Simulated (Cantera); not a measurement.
Standard-state values (1 bar) from the NASA 1993 polynomials, evaluated with Cantera. Values are per mole of reaction as written; species without (g) are pure solids or liquids, kept so even where they would boil at 1 bar.

0.8 V + O₂(g) → 0.4 V₂O₅, with ΔH° = -620.2 kJ and ΔS° = -176.0 J/K at 300 K.

How far is the shortcut ΔG° ≈ ΔH°(300 K) − T·ΔS°(300 K) from the full temperature-dependent value at 550, 575, 600, 625, 650 K?


| T (K) | shortcut (kJ) | full (kJ) | difference (kJ) | difference in log10 K |
|---|---|---|---|---|
| 550 | -523.4 | -524.0 | 0.6 | -0.06 |
| 575 | -519.0 | -519.8 | 0.8 | -0.07 |
| 600 | -514.6 | -515.5 | 0.9 | -0.08 |
| 625 | -510.2 | -511.3 | 1.1 | -0.09 |
| 650 | -505.8 | -507.1 | 1.3 | -0.10 |
The shortcut ignores the heat-capacity change of the reaction.
